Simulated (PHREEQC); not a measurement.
PHREEQC input (Pitzer model, pitzer.dat):

```
SOLUTION 1
  temp 25
  units mol/kgw
  pH 7 charge
  Cl 0.318
  Na 0.014
  K 0.21
  Ca 0.047
END
USE solution 1
INCREMENTAL_REACTIONS false
REACTION 1
  H2O -1
  0 9.886 18.011 24.689 30.178 34.689 38.397 41.444
  43.949 46.007 47.699 49.089 50.232 51.172 51.944 52.578
  53.1 53.528 53.88 54.17 54.408 54.603 54.764 54.896
  55.005 moles
EQUILIBRIUM_PHASES 1
  Halite 0 0
  Portlandite 0 0
  Sylvite 0 0
SELECTED_OUTPUT 1
  -reset false
  -pH true
  -pe true
  -ionic_strength true
  -water true
  -activities H2O
  -totals Ca Cl K Na
  -molalities H+ Na+ K+ Ca+2 Cl- OH-
  -equilibrium_phases Halite Portlandite Sylvite
PRINT
  -reset false
END
```

Selected output (columns that matter, 25 of 25 rows; water left (kg) added in front):

```
water left (kg)	pH	mu	Ca	Cl	K	Na	m_H+	m_Na+	m_K+	m_Ca+2	m_Cl-	la_H2O	Halite	Sylvite
1	6.9437	0.365	0.047	0.318	0.21	0.014	1.4786e-07	0.014	0.21	0.047	0.318	-0.0041182	0	0
0.821894	6.9347	0.4441	0.057185	0.38691	0.25551	0.017034	1.5026e-07	0.017034	0.25551	0.057185	0.38691	-0.0050035	0	0
0.675514	6.9242	0.54033	0.069577	0.47075	0.31087	0.020725	1.5249e-07	0.020725	0.31087	0.069577	0.47075	-0.006084	0	0
0.555203	6.912	0.65742	0.084654	0.57276	0.37824	0.025216	1.5447e-07	0.025216	0.37824	0.084654	0.57276	-0.0074047	0	0
0.456313	6.8978	0.79989	0.103	0.69689	0.46021	0.030681	1.5609e-07	0.030681	0.46021	0.103	0.69689	-0.0090227	0	0
0.375043	6.8811	0.97322	0.12532	0.8479	0.55994	0.037329	1.572e-07	0.037329	0.55994	0.12532	0.8479	-0.011009	0	0
0.30824	6.8617	1.1841	0.15248	1.0317	0.68129	0.045419	1.5766e-07	0.045419	0.68129	0.15248	1.0317	-0.013458	0	0
0.253345	6.839	1.4407	0.18552	1.2552	0.82891	0.055261	1.5727e-07	0.055261	0.82891	0.18552	1.2552	-0.016485	0	0
0.208215	6.8123	1.753	0.22573	1.5273	1.0086	0.067238	1.5583e-07	0.067238	1.0086	0.22573	1.5273	-0.02025	0	0
0.171138	6.781	2.1328	0.27463	1.8582	1.2271	0.081805	1.5311e-07	0.081805	1.2271	0.27463	1.8582	-0.024955	0	0
0.140655	6.7442	2.595	0.33415	2.2609	1.493	0.099534	1.4891e-07	0.099534	1.493	0.33415	2.2609	-0.030876	0	0
0.115613	6.701	3.1571	0.40653	2.7506	1.8164	0.12109	1.4306e-07	0.12109	1.8164	0.40653	2.7506	-0.038372	0	0
0.0950203	6.6502	3.8413	0.49463	3.3467	2.2101	0.14734	1.3551e-07	0.14734	2.2101	0.49463	3.3467	-0.047928	0	0
0.0780853	6.5906	4.6744	0.60191	4.0725	2.6894	0.17929	1.2631e-07	0.17929	2.6894	0.60191	4.0725	-0.060176	0	0
0.0641769	6.5212	5.6874	0.73235	4.9551	3.2722	0.21815	1.1575e-07	0.21815	3.2722	0.73235	4.9551	-0.07589	0	0
0.0527548	6.4426	6.5338	0.89091	5.6429	3.5957	0.26538	1.1202e-07	0.26538	3.5957	0.89091	5.6429	-0.088932	0	0.02031
0.0433504	6.3509	6.9305	1.0842	5.8463	3.355	0.32295	1.2099e-07	0.32295	3.355	1.0842	5.8463	-0.093857	0	0.06456
0.0356396	6.2393	7.4238	1.3188	6.105	3.0747	0.39282	1.3203e-07	0.39282	3.0747	1.3188	6.105	-0.10078	0	0.10042
0.0292979	6.1028	8.0438	1.6042	6.4396	2.7533	0.47785	1.4558e-07	0.47785	2.7533	1.6042	6.4396	-0.11072	0	0.12933
0.0240733	5.9351	8.8328	1.9524	6.8804	2.3941	0.58156	1.6205e-07	0.58156	2.3941	1.9524	6.8804	-0.12526	0	0.15237
0.0197855	5.7291	9.8443	2.3755	7.4688	2.0102	0.70759	1.8167e-07	0.70759	2.0102	2.3755	7.4688	-0.1468	0	0.17023
0.0162724	5.4761	11.15	2.8883	8.2619	1.6249	0.86035	2.0458e-07	0.86035	1.6249	2.8883	8.2619	-0.17898	0	0.18356
0.0133718	5.163	12.854	3.5149	9.3388	1.2673	1.0418	2.3176e-07	1.0418	1.2673	3.5149	9.3388	-0.22751	6.9761e-05	0.19305
0.0109937	4.8285	14.487	4.2752	10.212	1.0462	0.61491	2.9787e-07	0.61491	1.0462	4.2752	10.212	-0.27523	0.0072399	0.1985
0.00902992	4.3933	16.751	5.2049	11.546	0.8336	0.30261	3.889e-07	0.30261	0.8336	5.2049	11.546	-0.35472	0.011267	0.20247
```
